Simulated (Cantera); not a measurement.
A perfectly stirred reactor is fed with 14.0 % CH4, 1.35 % CO, 16.0 % O2, 60.0 % N2, 8.69 % H2, equivalence ratio 2.1, at 1.00 bar; it is adiabatic with a 300 K inlet, and is followed from long to short residence time, starting on the burning branch (τ in s: 0.087, 0.036, 0.015, 0.0062, 0.0026, 0.0011, 0.00045, 0.00019, 7.7e-05, 3.2e-05).

Detailed kinetics in Cantera: GRI-Mech 3.0 (53 species, 325 reactions).

Problem. Predict: blow-out, bracketed by the residence times tried; x(CH4) at τ = 87.0 ms; x(CO) at τ = 87.0 ms; x(O2) at τ = 87.0 ms; x(H2O2) at τ = 87.0 ms; x(C2H4) at τ = 87.0 ms; x(CH4) at τ = 1.10 ms; x(CO) at τ = 1.10 ms; x(O2) at τ = 1.10 ms.

Solution. 
```
Item                                                                          Result
------------------------------------------------  ----------------------------------
blow-out, bracketed by the residence times tried  burning at 6.20 ms, out at 2.60 ms
x(CH4) at τ = 87.0 ms                                                         0.0164
x(CO) at τ = 87.0 ms                                                          0.0775
x(O2) at τ = 87.0 ms                                                         0.00152
x(H2O2) at τ = 87.0 ms                                                       1.34e-8
x(C2H4) at τ = 87.0 ms                                                      0.000283
x(CH4) at τ = 1.10 ms                                                          0.140
x(CO) at τ = 1.10 ms                                                          0.0135
x(O2) at τ = 1.10 ms                                                           0.160
```
